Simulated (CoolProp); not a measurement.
Sulfur dioxide at several states: Z from the reference equation and from simpler models built on Tc = 430.6 K, pc = 7887 kPa, ω = 0.256; each cubic takes its own stable root.

Model: reference Helmholtz-energy equation of state, Gao 2016, in CoolProp.

```csv
T (K),p (kPa),phase,reference,Redlich-Kwong,Soave-Redlich-Kwong,Peng-Robinson
299.9,35.5,gas,0.9943,0.9958,0.9953,0.9951
521.6,19000,supercritical,?,?,0.6502,?
225,1590,liquid,0.03488,?,?,0.03488
```

What belongs in the gaps?


- 521.6, reference: 0.5816
- 521.6, Redlich-Kwong: 0.5744
- 521.6, Peng-Robinson: 0.6112
- 225, Redlich-Kwong: 0.04015
- 225, Soave-Redlich-Kwong: 0.03926
